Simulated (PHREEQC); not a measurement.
## Polishing slurry liquid with nickel, zinc or cadmium bath: an equilibrium model

Solution A (0.047 mol KOH and 0.00093 mol K2SO4 per kg of water) is mixed with solution B (0.13 mol/kgw NiSO4 and 0.00016 mol/kgw MnSO4) at 25 °C; shares are by mass of water, 1 kg in all. The system is closed to oxygen. The system is closed to CO2. The run lets Pyrochroite, Ni(OH)2, Ni4(OH)6SO4, Morenosite precipitate or redissolve, and no other solid.

The series has 21 steps of share of solution B, from 0 to 1.

Equilibrium calculation in PHREEQC: ion-association model, wateq4f.dat.

Task: Which solids form, in which order, and at which step of the series does each first stand?

Result: Ni(OH)2 from share of solution B = 0.05 (pH 12.41), last present at share of solution B = 0.95; Pyrochroite from share of solution B = 0.05 (pH 12.41), last present at share of solution B = 0.15.

Task: Between which two steps does the pH jump most, and from what to what?

Result: Between share of solution B = 0.15 and 0.2: from 10.86 to 6.78.

The database's Ni(OH)2 is the aged solid; a fresh precipitate is more soluble.
